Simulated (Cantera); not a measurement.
A Cantera script and its output.

```python
import numpy as np
import cantera as ct

gas = ct.Solution("gri30.yaml")
gas.TPX = 1450, 66, {'C2H6': 1, 'N2': 4}
reactor = ct.IdealGasConstPressureReactor(gas, energy="off", clone=False)
net = ct.ReactorNet([reactor])
net.rtol, net.atol = 1e-08, 1e-18
show = ['C2H6', 'H2', 'CH2', 'C2H4', 'CH4']
times = np.geomspace(4e-05, 70, 15)

steps = ct.SolutionArray(gas, extra=["t"])
rows = []
print(f"{'t/s':>10s}{'T/K':>9s}{'P/Pa':>11s}" + "".join(f"{s:>11s}" for s in show))
for t in times:
    while net.time < t:
        t_next = net.step()
        steps.append(gas.state, t=t_next)
    rows.append([np.interp(t, steps.t, y) for y in (steps.T, steps.P, *steps(*show).X.T)])
    print(f"{t:10.3e}{rows[-1][0]:9.1f}{rows[-1][1]:11.4g}" + "".join(f"{x:11.3e}" for x in rows[-1][2:]))
rate = np.gradient(steps.T, steps.t)
print("integrator steps:", len(steps.t))
if steps.T.max() > steps.T[0] + 200:
    print(f"time of steepest temperature rise: {steps.t[rate.argmax()]:.4e} s")
gas.TPX = 1450, 66, {'C2H6': 1, 'N2': 4}
gas.equilibrate("TP")
print(f"equilibrium (TP): T = {gas.T:.1f} K  " + "  ".join(f"{s} {gas[s].X[0]:.3e}" for s in show))
```

Output:

```
       t/s      T/K       P/Pa       C2H6         H2        CH2       C2H4        CH4
 4.000e-05   1450.0         66  2.000e-01  1.378e-09  2.547e-12  6.403e-10  5.360e-08
 1.117e-04   1450.0         66  1.999e-01  1.134e-08  6.103e-11  1.217e-08  4.169e-07
 3.118e-04   1450.0         66  1.998e-01  1.658e-07  1.357e-09  2.473e-07  3.236e-06
 8.707e-04   1450.0         66  1.994e-01  4.261e-06  2.721e-08  5.199e-06  2.492e-05
 2.431e-03   1450.0         66  1.980e-01  1.083e-04  4.109e-07  1.126e-04  1.872e-04
 6.788e-03   1450.0         66  1.915e-01  2.095e-03  2.872e-06  2.191e-03  1.320e-03
 1.895e-02   1450.0         66  1.575e-01  1.837e-02  9.297e-06  2.072e-02  8.978e-03
 5.292e-02   1450.0         66  5.877e-02  7.128e-02  1.566e-05  7.381e-02  4.636e-02
 1.477e-01   1450.0         66  2.402e-03  1.306e-01  5.762e-06  6.881e-02  7.955e-02
 4.125e-01   1450.0         66  9.815e-05  1.614e-01  7.961e-07  4.141e-02  7.673e-02
 1.152e+00   1450.0         66  1.632e-05  1.781e-01  1.582e-07  2.385e-02  7.408e-02
 3.216e+00   1450.0         66  5.442e-06  1.902e-01  4.914e-08  1.086e-02  7.203e-02
 8.979e+00   1450.0         66  3.626e-06  1.989e-01  3.347e-08  2.457e-03  6.985e-02
 2.507e+01   1450.0         66  4.550e-06  2.067e-01  5.001e-08  5.007e-04  6.454e-02
 7.000e+01   1450.0         66  3.200e-06  2.241e-01  4.806e-08  3.305e-04  5.030e-02
integrator steps: 1352
equilibrium (TP): T = 1450.0 K  C2H6 1.964e-11  H2 2.855e-01  CH2 3.381e-10  C2H4 8.139e-06  CH4 4.502e-05
```

Cantera simulation using GRI-Mech 3.0 (53 species, 325 reactions); the numbers are that mechanism's predictions, not measurements. GRI-Mech 3.0 stops at C3 and has no aromatics, soot or wall deposition, so with more carbon than oxygen in the feed, carbon stays in small species such as C2H2 where larger ones or solid carbon would form. Radical loss at walls, strong at low pressure, is not modelled.
